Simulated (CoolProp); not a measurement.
Ammonia along the isotherm 336.4 K: density (kg/m³) from the reference equation and from simpler models built on Tc = 405.6 K, pc = 11360 kPa, ω = 0.256; each cubic takes its own stable root.

Computed with CoolProp (reference Helmholtz-energy equation of state, Gao 2020).

```json
[
 {"p (kPa)": "89.8", "phase": "gas", "reference": "0.5500", "van der Waals": "0.5488", "Redlich-Kwong": "0.5493", "Peng-Robinson": "0.5497"},
 {"p (kPa)": "152", "phase": "gas", "reference": "0.9348", "van der Waals": "0.9313", "Redlich-Kwong": "0.9328", "Peng-Robinson": "0.9338"},
 {"p (kPa)": "256", "phase": "gas", "reference": "1.585", "van der Waals": "1.575", "Redlich-Kwong": "1.580", "Peng-Robinson": "1.583"},
 {"p (kPa)": "432", "phase": "gas", "reference": "2.708", "van der Waals": "2.678", "Redlich-Kwong": "2.691", "Peng-Robinson": "2.700"},
 {"p (kPa)": "729", "phase": "gas", "reference": "4.668", "van der Waals": "4.578", "Redlich-Kwong": "4.615", "Peng-Robinson": "4.642"},
 {"p (kPa)": "1230", "phase": "gas", "reference": "8.191", "van der Waals": "7.905", "Redlich-Kwong": "8.017", "Peng-Robinson": "8.102"},
 {"p (kPa)": "2080", "phase": "gas", "reference": "14.98", "van der Waals": "13.95", "Redlich-Kwong": "14.33", "Peng-Robinson": "14.62"},
 {"p (kPa)": "3500", "phase": "liquid", "reference": "540.5", "van der Waals": "25.61", "Redlich-Kwong": "27.12", "Peng-Robinson": "476.5"},
 {"p (kPa)": "5910", "phase": "liquid", "reference": "544.6", "van der Waals": "287.2", "Redlich-Kwong": "404.0", "Peng-Robinson": "481.1"},
 {"p (kPa)": "9970", "phase": "liquid", "reference": "550.9", "van der Waals": "297.5", "Redlich-Kwong": "412.9", "Peng-Robinson": "488.1"},
 {"p (kPa)": "16800", "phase": "liquid", "reference": "560.3", "van der Waals": "309.9", "Redlich-Kwong": "425.4", "Peng-Robinson": "498.3"},
 {"p (kPa)": "28400", "phase": "liquid", "reference": "573.8", "van der Waals": "324.4", "Redlich-Kwong": "442.0", "Peng-Robinson": "512.6"}
]
```

At some of these states van der Waals, Redlich-Kwong gives the other phase, because its saturation line lies elsewhere.
